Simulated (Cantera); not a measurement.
**Transport properties of process gases**

Gas mixture: O₂ = 0.48 (molar parts), at 2670 Pa, frozen composition.

Cantera's kinetic-theory transport with the Lennard-Jones parameters of GRI-Mech 3.0, ideal gas; thermal conductivity in the multicomponent form.

```csv
T (K),ρ (kg/m³),cp (J/kg/K),μ (µPa s),λ (mW/m/K),Pr,D (cm²/s) NH₃,D (cm²/s) C₂H₂,D (cm²/s) CO₂
400,0.0257,941.4,25.6,33.9,0.712,14.6,10.6,10.0
500,0.0205,971.4,30.0,41.1,0.711,22.2,15.8,14.9
600,0.0171,1003,34.1,48.1,0.710,30.9,21.7,20.5
700,0.0147,1031,37.8,54.9,0.710,40.7,28.3,26.8
800,0.0128,1055,41.4,61.5,0.710,51.5,35.5,33.7
900,0.0114,1074,44.7,67.7,0.709,63.2,43.4,41.2
1000,0.0103,1090,47.9,73.7,0.709,75.9,51.8,49.3
1100,0.00933,1103,51.0,79.4,0.709,89.4,60.8,57.9
```
D: mixture-averaged diffusion coefficient of that species in the mixture.
